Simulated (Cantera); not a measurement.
# Thermodynamics of abatement and gas-phase synthesis, feed SF6 + O2

Input: 1 mol SF6, a varied amount of O2, held at 3400 K and 750 Torr.

Cantera equilibrium calculation (NASA polynomials, part measured and part estimated; ideal gas, pure solids and liquids). Candidate condensed phases: S; 25 gas species. The tables' values for SOF2 are old estimates; treat these amounts as uncertain. Kinetics and transport are ignored.

From 0.16 mol O2 to 4.1 mol O2 nothing is condensed.

```csv
n(O2) (mol),log p F,log p O2,log p O,log p S,log p SO,log p SO2,log p SF,log p S2
0.16,-0.07,-3.33,-2.09,-1.14,-1.49,-2.57,-1.77,-1.99
0.26,-0.07,-2.88,-1.86,-1.21,-1.34,-2.20,-1.85,-2.13
0.41,-0.08,-2.45,-1.64,-1.32,-1.23,-1.87,-1.96,-2.34
0.65,-0.09,-1.99,-1.41,-1.49,-1.17,-1.58,-2.15,-2.69
1,-0.11,-1.57,-1.21,-1.71,-1.19,-1.39,-2.39,-3.13
1.6,-0.14,-1.19,-1.02,-1.98,-1.27,-1.28,-2.69,-3.67
2.6,-0.20,-0.89,-0.87,-2.25,-1.38,-1.24,-3.01,-4.20
4.1,-0.28,-0.68,-0.76,-2.48,-1.51,-1.27,-3.32,-4.67
```
log p: log10 of the partial pressure in bar; nothing condenses.
